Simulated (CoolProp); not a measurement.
CF4 (R14) at several states: density (kg/m³) from the reference equation and from simpler models built on Tc = 227.4 K, pc = 3762 kPa, ω = 0.178; each cubic takes its own stable root.

Computed with CoolProp (reference Helmholtz-energy equation of state, Platzer 1990). This equation is an older, rougher fit; its heat capacities, sound speeds and derivatives of the liquid may be far off and weren't checked against measurements.

```csv
T (K),p (kPa),phase,reference,van der Waals,Redlich-Kwong,Soave-Redlich-Kwong,Peng-Robinson
395.9,3930,supercritical,108.9,112.8,111.0,107.9,109.9
416,106,gas,2.699,2.701,2.701,2.699,2.700
423.1,33.7,gas,0.8432,0.8435,0.8434,0.8432,0.8433
152.1,1520,liquid,1571,1035,1506,1540,1741
```
